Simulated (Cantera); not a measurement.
An isothermal, constant-pressure homogeneous reactor starts with CH4 : N2 = 1 : 2.1 (molar parts), at 1550 K and 1.50 Torr.

Model: GRI-Mech 3.0 (53 species, 325 reactions), integrated in Cantera. GRI-Mech 3.0 stops at C3 and has no aromatics, soot or wall deposition, so with more carbon than oxygen in the feed, carbon stays in small species such as C2H2 where larger ones or solid carbon would form. Radical loss at walls, strong at low pressure, is not modelled.

**Question.** Predict: x(CH4) at 20.0 s; x(CH2) at 20.0 s; x(HCN) at 20.0 s; x(C2H2) at 20.0 s; x(H2) at 20.0 s; x(C2H6) at 20.0 s; x(CH3) at 20.0 s.

**Answer.** 
| Item | Result |
|---|---|
| x(CH4) at 20.0 s | 0.0364 (gas-phase equilibrium 6.04e-5) |
| x(CH2) at 20.0 s | 1.74e-7 (gas-phase equilibrium 1.49e-9) |
| x(HCN) at 20.0 s | 2.93e-7 (gas-phase equilibrium 0.0957) |
| x(C2H2) at 20.0 s | 0.108 (gas-phase equilibrium 0.0741) |
| x(H2) at 20.0 s | 0.324 (gas-phase equilibrium 0.365) |
| x(C2H6) at 20.0 s | 2.97e-6 (gas-phase equilibrium 4.10e-11) |
| x(CH3) at 20.0 s | 0.000401 (gas-phase equilibrium 1.44e-6) |
